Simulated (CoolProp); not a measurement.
Aqueous methanol as a coolant, at 0 °C, 1 atm.

Values from CoolProp's Melinder's fits for secondary coolants.

| mass % | freezing point (°C) | viscosity (mPa s) | cp (kJ/(kg K)) | density (kg/m³) | conductivity (W/(m K)) |
|---|---|---|---|---|---|
| 5.9 | -3.6 | 2.22 | 4.276 | 990.0 | 0.530 |
| 11.8 | -7.9 | 2.67 | 4.216 | 982.1 | 0.501 |
| 17.8 | -13.0 | 3.09 | 4.111 | 975.1 | 0.472 |
| 23.8 | -18.9 | 3.43 | 3.993 | 968.0 | 0.445 |
| 29.8 | -25.5 | 3.63 | 3.874 | 960.5 | 0.418 |
| 35.7 | -32.8 | 3.68 | 3.758 | 952.3 | 0.393 |
| 41.7 | -41.2 | 3.60 | 3.635 | 943.0 | 0.369 |
| 47.7 | -50.6 | 3.42 | 3.502 | 932.8 | 0.348 |
